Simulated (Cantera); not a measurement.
Cantera run:

```python
import numpy as np
import cantera as ct

gas_names = """
    H HO2 H2 H2O H2O2 O OH O2 O3 Si SiH SiH2 SiH3 SiH4 SiO SiO2 Si2 Si3
""".split()
cond_names = """
    H2O(s) H2O(L) Si(cr) Si(L) SiO2(Lqz) SiO2(hqz) SiO2(L)
""".split()


# ... load() reads the species with a 1 bar reference pressure and builds the phases ...
atoms = {
    'Si2H6': {'Si': 2, 'H': 6},
    'O3': {'O': 3},
}
top_T = {}  # K; cautious upper limits of use, not melting points


# ... equilibrate(T, P, feed) seeds the gas with the atoms and calls Mixture.equilibrate('TP', solver="vcs", rtol=1e-11, max_steps=5000) ...
results = []
T = 1775  # K
P = 1100  # Pa
for m in [0.3, 0.5, 0.7, 0.89, 1.1, 1.3, 1.5]:
    feed = {'Si2H6': 1, 'O3': m}  # mol
    mix = equilibrate(T, P, feed)
    results.append((T, P, feed, dict(zip(mix.species_names, mix.species_moles))))
    x = sorted(zip(gas.X, gas.species_names), reverse=True)
    print(f"T = {T:g} K  P = {P:g} Pa  n(O3) = {m:g} mol  gas = {mix.phase_moles(0):.4g} mol")
    print("   x: " + "  ".join(f"{s} {v:.3e}" for v, s in x if v > 1e-05))
    print("   condensed (mol): " + ("  ".join(f"{mix.phase(i).name} {mix.phase_moles(i):.4g}"
          for i in range(1, mix.n_phases) if mix.phase_moles(i) > 1e-12) or "none"))
```

It prints:

```
T = 1775 K  P = 1100 Pa  n(O3) = 0.3 mol  gas = 3.906 mol
   x: H2 7.669e-01  SiO 2.304e-01  H 2.417e-03  Si 1.996e-04  SiH 2.249e-05  SiH2 1.920e-05
   condensed (mol): Si(L) 1.099
T = 1775 K  P = 1100 Pa  n(O3) = 0.5 mol  gas = 4.506 mol
   x: H2 6.646e-01  SiO 3.329e-01  H 2.250e-03  Si 1.996e-04  SiH 2.094e-05  SiH2 1.664e-05
   condensed (mol): Si(L) 0.4989
T = 1775 K  P = 1100 Pa  n(O3) = 0.7 mol  gas = 4.906 mol
   x: H2 6.102e-01  SiO 3.874e-01  H 2.156e-03  H2O 1.914e-04
   condensed (mol): SiO2(L) 0.09908
T = 1775 K  P = 1100 Pa  n(O3) = 0.89 mol  gas = 4.336 mol
   x: H2 6.904e-01  SiO 3.070e-01  H 2.293e-03  H2O 2.734e-04
   condensed (mol): SiO2(L) 0.6688
T = 1775 K  P = 1100 Pa  n(O3) = 1.1 mol  gas = 3.707 mol
   x: H2 8.076e-01  SiO 1.894e-01  H 2.480e-03  H2O 5.184e-04
   condensed (mol): SiO2(L) 1.298
T = 1775 K  P = 1100 Pa  n(O3) = 1.3 mol  gas = 3.114 mol
   x: H2 9.586e-01  SiO 3.540e-02  H2O 3.292e-03  H 2.702e-03
   condensed (mol): SiO2(L) 1.89
T = 1775 K  P = 1100 Pa  n(O3) = 1.5 mol  gas = 3.006 mol
   x: H2 8.299e-01  H2O 1.669e-01  H 2.514e-03  SiO 6.044e-04  OH 3.149e-05
   condensed (mol): SiO2(L) 1.998
```

These are equilibrium values from Cantera (NASA tables, ideal gas, pure condensed phases), not measurements of a reactor. The feed counts by its element totals alone. The tables hold silica as quartz up to 1696 K and as liquid above; real silica turns to tridymite and cristobalite and melts near 1996 K. Gases not in the tables: Si2H6 and higher silanes.
